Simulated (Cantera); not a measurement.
Cantera run:

```python
import numpy as np
import cantera as ct

gas_names = """
    F F2 FS2F,fluorodisu N NF NF2 NF3 N2 S SF SF2 SF3 SF4 SF5 SF6 SN S2 S2F2,thiothiony S8 Si SiF SiF2
    SiF3 SiF4 SiN SiS Si2 Si2N Si3
""".split()
cond_names = """
    S(cr1) S(cr2) S(L) Si(cr) Si(L) Si3N4(a)
""".split()


def load(file, names, dense=False):
    # The tables refer to 1 bar. Condensed volumes are neglected.
    table = {s.name: s for s in ct.Species.list_from_file(file)}
    out = []
    for n in names:
        d = dict(table[n].input_data)
        d["thermo"] = dict(d["thermo"], **{"reference-pressure": 1e5})
        if dense:
            d["equation-of-state"] = {"model": "constant-volume", "density": "1e6 g/cm^3"}
        out.append(ct.Species.from_dict(d))
    return out


gas = ct.Solution(thermo="ideal-gas", species=load("nasa_gas.yaml", gas_names))
cond = {s.name: ct.Solution(thermo="fixed-stoichiometry", species=[s], name=s.name)
        for s in load("nasa_condensed.yaml", cond_names, dense=True)}
atoms = {
    'Si': {'Si': 1},
    'SF6': {'S': 1, 'F': 6},
    'N2': {'N': 2},
}
top_T = {'Si3N4(a)': 2400}  # K; cautious upper limits of use, not melting points


def equilibrate(T, P, feed):
    n = {}
    for name, mol in feed.items():
        for a, k in atoms[name].items():
            n[a] = n.get(a, 0.0) + k * mol
    gas.TPX = T, P, n
    mass = sum(n.values()) * gas.mean_molecular_weight
    gas.equilibrate("TP")
    valid = [c for c in cond.values() if c.min_temp <= T <= top_T.get(c.name, c.max_temp)]
    mix = ct.Mixture([(gas, mass / gas.mean_molecular_weight)] + [(c, 0.0) for c in valid])
    mix.T, mix.P = T, P
    mix.equilibrate("TP", solver="vcs", rtol=1e-11, max_steps=5000)
    return mix


results = []
T = 1248.15  # K
P = 2800  # Pa
for m in [3.7, 4.6, 5.8, 7.3, 9.2, 12, 14, 18, 23, 29, 36, 45, 56]:
    feed = {'Si': 1, 'SF6': 1.8, 'N2': m}  # mol
    mix = equilibrate(T, P, feed)
    results.append((T, P, feed, dict(zip(mix.species_names, mix.species_moles))))

top = {s: max(r[3][s] / sum(r[3][g] for g in gas_names) for r in results) for s in gas_names}
cols = sorted((s for s in top if top[s] > 1e-06), key=lambda s: -top[s])[:8]
seen = [c for c in cond_names if any(r[3].get(c, 0) > 1e-12 for r in results)]
print("log10 of partial pressures in bar; condensed amounts in mol")
print(f"{'n(N2)':>10s}" + "".join(f"{s[:9]:>10s}" for s in cols + seen))
for T, P, feed, n in results:
    ng = sum(n[g] for g in gas_names)
    print(f"{feed['N2']:10.4g}" + "".join(f"{np.log10(max(n[s] / ng * P / 1e5, 1e-99)):10.3f}" for s in cols)
          + "".join(f"{n.get(c, 0):10.4g}" for c in seen))
```

Output:

```
log10 of partial pressures in bar; condensed amounts in mol
     n(N2)        N2       SF4      SiF4       SF2       SF3       SF6 S2F2,thio         F
       3.7    -1.797    -2.179    -2.366    -3.186    -3.373    -4.437    -4.900    -5.330
       4.6    -1.759    -2.236    -2.422    -3.240    -3.428    -4.496    -5.005    -5.331
       5.8    -1.724    -2.301    -2.487    -3.303    -3.492    -4.564    -5.128    -5.332
       7.3    -1.694    -2.371    -2.557    -3.371    -3.561    -4.637    -5.260    -5.334
       9.2    -1.668    -2.446    -2.632    -3.443    -3.634    -4.714    -5.403    -5.335
        12    -1.644    -2.537    -2.723    -3.532    -3.724    -4.808    -5.577    -5.336
        14    -1.632    -2.593    -2.778    -3.585    -3.779    -4.865    -5.683    -5.337
        18    -1.616    -2.685    -2.871    -3.676    -3.870    -4.960    -5.861    -5.338
        23    -1.603    -2.779    -2.965    -3.767    -3.963    -5.056    -6.042    -5.339
        29    -1.593    -2.870    -3.055    -3.856    -4.053    -5.150    -6.217    -5.340
        36    -1.585    -2.957    -3.142    -3.940    -4.138    -5.238    -6.383    -5.342
        45    -1.579    -3.048    -3.232    -4.028    -4.228    -5.332    -6.557    -5.343
        56    -1.574    -3.138    -3.322    -4.116    -4.317    -5.425    -6.729    -5.344
```

These are equilibrium values from Cantera (NASA tables, ideal gas, pure condensed phases), not measurements of a reactor. The tables' values for SF3, S2F2 (SSF2), SF5 are old estimates; treat these amounts as uncertain.
